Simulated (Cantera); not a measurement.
An adiabatic, constant-volume homogeneous reactor starts with H₂ : O₂ : N₂ : NO = 1 : 1.06 : 4 : 0.013 (molar parts), at 1100 K and 3750 Torr. Integrator tolerance rtol = 1e-08.

Computed with Cantera and GRI-Mech 3.0 (53 species, 325 reactions). The hydrogen kinetics of GRI-Mech 3.0 are dated; newer H2 mechanisms differ, most at raised pressure. The mechanism lacks 2 NO + O2 → 2 NO2 and HONO, so NO2 and the effect of NO are under-described below about 1400 K.

**Question.** What does this change do: initial temperature 1100 to 1250 K?

**Answer.** 
```json
[
 {"quantity": "time of steepest temperature rise", "before": "40.5 µs", "after": "9.44 µs"},
 {"quantity": "temperature at 8.00 s", "before": "2472 K", "after": "2568 K"},
 {"quantity": "equilibrium temperature", "before": "2472 K", "after": "2568 K"},
 {"quantity": "x(H₂) at 8.00 s", "before": "0.000928 (gas-phase equilibrium 0.000928)", "after": "0.00153 (gas-phase equilibrium 0.00153)"},
 {"quantity": "x(O₂) at 8.00 s", "before": "0.0923 (gas-phase equilibrium 0.0923)", "after": "0.0903 (gas-phase equilibrium 0.0903)"},
 {"quantity": "x(NO) at 8.00 s", "before": "0.0138 (gas-phase equilibrium 0.0138)", "after": "0.0161 (gas-phase equilibrium 0.0161)"},
 {"quantity": "x(HO₂) at 8.00 s", "before": "1.69e-5 (gas-phase equilibrium 1.69e-5)", "after": "2.07e-5 (gas-phase equilibrium 2.07e-5)"},
 {"quantity": "x(H₂O) at 8.00 s", "before": "0.174 (gas-phase equilibrium 0.174)", "after": "0.171 (gas-phase equilibrium 0.171)"},
 {"quantity": "x(H) at 8.00 s", "before": "0.000212 (gas-phase equilibrium 0.000212)", "after": "0.000430 (gas-phase equilibrium 0.000430)"},
 {"quantity": "x(NO₂) at 8.00 s", "before": "2.69e-5 (gas-phase equilibrium 2.69e-5)", "after": "2.69e-5 (gas-phase equilibrium 2.69e-5)"}
]
```

**Question.** What does this change do: H2 1 to 2 parts?

**Answer.** 
```
quantity                                                              before                                    after
---------------------------------  -----------------------------------------  ---------------------------------------
time of steepest temperature rise                                    40.5 µs                                  41.4 µs
temperature at 8.00 s                                                 2472 K                                   3033 K
equilibrium temperature                                               2472 K                                   3033 K
x(H₂) at 8.00 s                    0.000928 (gas-phase equilibrium 0.000928)    0.0322 (gas-phase equilibrium 0.0322)
x(O₂) at 8.00 s                        0.0923 (gas-phase equilibrium 0.0923)    0.0145 (gas-phase equilibrium 0.0145)
x(NO) at 8.00 s                        0.0138 (gas-phase equilibrium 0.0138)    0.0117 (gas-phase equilibrium 0.0117)
x(HO₂) at 8.00 s                     1.69e-5 (gas-phase equilibrium 1.69e-5)  1.85e-5 (gas-phase equilibrium 1.85e-5)
x(H₂O) at 8.00 s                         0.174 (gas-phase equilibrium 0.174)      0.269 (gas-phase equilibrium 0.269)
x(H) at 8.00 s                     0.000212 (gas-phase equilibrium 0.000212)  0.00903 (gas-phase equilibrium 0.00903)
x(NO₂) at 8.00 s                     2.69e-5 (gas-phase equilibrium 2.69e-5)  6.08e-6 (gas-phase equilibrium 6.08e-6)
```
Above 3000 K some thermodynamic fits are extrapolated.

**Question.** What does this change do: O2 1.06 to 0.55 parts?

**Answer.** 
```
quantity                                                              before                                      after
---------------------------------  -----------------------------------------  -----------------------------------------
time of steepest temperature rise                                    40.5 µs                                    49.6 µs
temperature at 8.00 s                                                 2472 K                                     2598 K
equilibrium temperature                                               2472 K                                     2598 K
x(H₂) at 8.00 s                    0.000928 (gas-phase equilibrium 0.000928)    0.00559 (gas-phase equilibrium 0.00559)
x(O₂) at 8.00 s                        0.0923 (gas-phase equilibrium 0.0923)    0.00924 (gas-phase equilibrium 0.00924)
x(NO) at 8.00 s                        0.0138 (gas-phase equilibrium 0.0138)    0.00569 (gas-phase equilibrium 0.00569)
x(HO₂) at 8.00 s                     1.69e-5 (gas-phase equilibrium 1.69e-5)    4.35e-6 (gas-phase equilibrium 4.35e-6)
x(H₂O) at 8.00 s                         0.174 (gas-phase equilibrium 0.174)        0.187 (gas-phase equilibrium 0.187)
x(H) at 8.00 s                     0.000212 (gas-phase equilibrium 0.000212)  0.000871 (gas-phase equilibrium 0.000871)
x(NO₂) at 8.00 s                     2.69e-5 (gas-phase equilibrium 2.69e-5)    3.16e-6 (gas-phase equilibrium 3.16e-6)
```
